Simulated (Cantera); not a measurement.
Pyrogenic steam for wet oxidation

An isothermal, constant-pressure homogeneous reactor starts with 17.6 % H₂, 9.26 % O₂, 73.1 % N₂, at 1125 K and 14000 Pa.

Cantera simulation using the H2/O2 subset of GRI-Mech 3.0, which has no nitrogen chemistry; the numbers are that mechanism's predictions, not measurements. The temperature is held fixed by assumption; the heat of reaction is taken as removed at once.

| t (s) | x H₂ | x O₂ | x H | x OH | x HO₂ | x O |
|---|---|---|---|---|---|---|
| 3.00e-6 | 0.176 | 0.0926 | 1.02e-10 | 1.78e-12 | 1.04e-10 | 2.24e-12 |
| 8.77e-6 | 0.176 | 0.0926 | 3.03e-10 | 9.87e-12 | 3.04e-10 | 1.59e-11 |
| 2.56e-5 | 0.176 | 0.0926 | 1.03e-9 | 4.85e-11 | 8.97e-10 | 9.66e-11 |
| 7.50e-5 | 0.176 | 0.0926 | 5.89e-9 | 3.22e-10 | 2.73e-9 | 6.94e-10 |
| 0.000219 | 0.176 | 0.0926 | 2.24e-7 | 1.26e-8 | 1.61e-8 | 2.75e-8 |
| 0.000641 | 0.166 | 0.0888 | 0.00546 | 0.000314 | 6.73e-6 | 0.000666 |
| 0.00187 | 0.0169 | 0.0187 | 0.0297 | 0.00170 | 3.47e-6 | 0.00335 |
| 0.00548 | 0.00735 | 0.00955 | 0.00552 | 0.000789 | 1.93e-6 | 0.000676 |
| 0.0160 | 0.00239 | 0.00630 | 0.000780 | 0.000352 | 1.23e-6 | 0.000137 |
| 0.0468 | 0.000537 | 0.00531 | 7.21e-5 | 0.000147 | 8.02e-7 | 2.45e-5 |
| 0.137 | 8.49e-5 | 0.00510 | 4.33e-6 | 5.61e-5 | 3.04e-7 | 3.54e-6 |
| 0.400 | 1.18e-5 | 0.00508 | 2.33e-7 | 2.15e-5 | 5.77e-8 | 5.04e-7 |
| 1.17 | 1.88e-6 | 0.00507 | 1.61e-8 | 9.09e-6 | 1.00e-8 | 8.89e-8 |
| 3.42 | 3.95e-7 | 0.00508 | 1.66e-9 | 4.36e-6 | 2.18e-9 | 2.04e-8 |
| 10.0 | 1.07e-7 | 0.00508 | 2.42e-10 | 2.32e-6 | 6.53e-10 | 5.79e-9 |
x: mole fraction; the columns are a selection and need not sum to one.

Equilibrium at this temperature and pressure: H₂ 1.76e-8, O₂ 0.00508, H 1.58e-11, OH 9.07e-7, HO₂ 2.87e-10, O 8.85e-10 (gas phase only).
